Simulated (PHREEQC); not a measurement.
PHREEQC input (ion-association model, wateq4f.dat):

```
SOLUTION_MASTER_SPECIES
  An  An-  0  An  62.0  # stands for a non-complexing anion
SOLUTION_SPECIES
  An- = An-
    -log_k 0
    -gamma 3.0 0
PHASES
  Fix_H+
    H+ = H+
    -log_k 0
SOLUTION 1
  temp 25
  units mmol/kgw
  pH 7 charge
  Cl 0.0674
  Ca 0.031
  Ba 0.0027
  Na 5
  An 5
END
SELECTED_OUTPUT 1
  -reset false
  -pH true
  -pe true
  -ionic_strength true
  -water true
  -totals Ba Ca Cl Na
  -molalities Hfo_wOH Hfo_wOH2+ Hfo_wO- Hfo_sOH Hfo_sOH2+ Hfo_sO- Hfo_sOHBa+2 Hfo_wOBa+ Hfo_sOHCa+2 Hfo_wOCa+
  -saturation_indices Portlandite Halite
USER_PUNCH 1
  -headings sigma psi
  10 PUNCH EDL("sigma", "Hfo"), EDL("psi", "Hfo")
PRINT
  -reset false
USE solution 1
SURFACE 1
  Hfo_wOH 0.00202247 600 0.9
  Hfo_sOH 5.05618e-05
EQUILIBRIUM_PHASES 1
  Fix_H+ -3 HAn 10
    -force_equality true
  O2(g) -0.68 10
END
# ... the last block is repeated for the other 12 points of pH, with NaOH or the acid as the point needs
```

Selected output (columns that matter, 13 of 13 rows; pH added in front):

```
pH	mu	Ba	Ca	Na	m_Hfo_wOH	m_Hfo_wOH2+	m_Hfo_wO-	m_Hfo_sOH	m_Hfo_sOH2+	m_Hfo_sO-	si_Portlandite	si_Halite	sigma	psi
3	0.007045	2.7e-06	3.1e-05	0.005	0.00033789	0.001683	1.5541e-06	8.4474e-06	4.2076e-05	3.8852e-08	-21.458	-8.1313	0.30798	0.21253
3.5	0.0061381	2.7e-06	3.1e-05	0.005	0.00064974	0.0013656	7.0817e-06	1.6243e-05	3.4141e-05	1.7704e-07	-20.449	-8.1267	0.24883	0.20512
4	0.0057338	2.7e-06	3.1e-05	0.005	0.00095761	0.0010448	2.0108e-05	2.394e-05	2.6119e-05	5.0269e-07	-19.445	-8.1245	0.18767	0.19239
4.5	0.0055112	2.7e-06	3.1e-05	0.005	0.0012031	0.0007767	4.2691e-05	3.0077e-05	1.9418e-05	1.0673e-06	-18.443	-8.1233	0.13444	0.17629
5	0.0053699	2.6999e-06	3.1e-05	0.005	0.0013701	0.00057792	7.4415e-05	3.4253e-05	1.4448e-05	1.8604e-06	-17.441	-8.1224	0.092221	0.15764
5.5	0.0052741	2.6995e-06	3.0998e-05	0.005	0.0014683	0.0004426	0.00011158	3.6705e-05	1.1065e-05	2.7895e-06	-16.44	-8.1219	0.06063	0.1367
6	0.0052088	2.6968e-06	3.0988e-05	0.005	0.001518	0.00035628	0.00014817	3.7939e-05	8.9045e-06	3.7031e-06	-15.44	-8.1215	0.038123	0.11355
6.5	0.005165	2.6776e-06	3.0911e-05	0.005	0.00154	0.00030346	0.00017903	3.8419e-05	7.5706e-06	4.4664e-06	-14.44	-8.1213	0.022828	0.088463
7	0.0051344	2.534e-06	3.0313e-05	0.005	0.0015487	0.00027094	0.0002028	3.8099e-05	6.6652e-06	4.9889e-06	-13.448	-8.1211	0.012773	0.061942
7.5	0.0051018	1.8052e-06	2.641e-05	0.005	0.0015518	0.00024672	0.00022359	3.4863e-05	5.5429e-06	5.0232e-06	-12.508	-8.1209	0.0061235	0.034821
8	0.0050803	6.7319e-07	1.4807e-05	0.0050302	0.0015506	0.00022161	0.00024853	2.6174e-05	3.7409e-06	4.1953e-06	-11.759	-8.1181	0.0013039	0.0079798
8.5	0.0050837	1.4034e-07	3.8865e-06	0.0050806	0.001545	0.00020057	0.00027265	1.9205e-05	2.4931e-06	3.3891e-06	-11.34	-8.1138	-0.0031862	-0.019127
9	0.0051032	1.8889e-08	5.4567e-07	0.0051258	0.0015388	0.00018493	0.00029332	1.7439e-05	2.0958e-06	3.3241e-06	-11.193	-8.1101	-0.0087156	-0.046724
```

The oxide is taken as insoluble; below pH 4 it would dissolve.
